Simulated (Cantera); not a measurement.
A perfectly stirred reactor is fed with CH4 : H2 = 0.017 : 1 (molar parts), at 20.0 Torr; it is held at 1625 K, and followed from long to short residence time.

Computed with Cantera and GRI-Mech 3.0 (53 species, 325 reactions). GRI-Mech 3.0 stops at C3 and has no aromatics, soot or wall deposition, so with more carbon than oxygen in the feed, carbon stays in small species such as C2H2 where larger ones or solid carbon would form. Radical loss at walls, strong at low pressure, is not modelled.

One state of this run: x CH4 = 0.00909; x H2 = 0.987; x C2H2 = 0.00370; x H = 0.000403; x C2H = 5.79e-9; x CH3 = 7.54e-5. x: mole fraction; the columns are a selection and need not sum to one.

**Question.** Which value of τ (s) does it belong to?
A. 0.069
B. 0.033
C. 6.2
D. 2.9

**Answer.** C, 6.2
